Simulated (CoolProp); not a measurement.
Vapour-liquid equilibrium of isopentane (1) + R365MFC (2) at 151.25 °C; x and y are mole fractions of (1).

Computed with CoolProp (multi-fluid Helmholtz-energy mixture model, Lemmon 2006 and Lemmon 2016; pair parameters Bell 2016).

Task: Give the bubble pressure and the first vapour's composition at x = 0.15, 0.35, 0.85. Is there an azeotrope?

Result: x = 0.15: 2.025 MPa, y = 0.211; x = 0.35: 2.262 MPa, y = 0.401; x = 0.85: 2.185 MPa, y = 0.803. y crosses x between x = 0.55 and 0.65: the model has an azeotrope there.

The pair parameters rest on a limited set of measurements; away from them the model extrapolates.
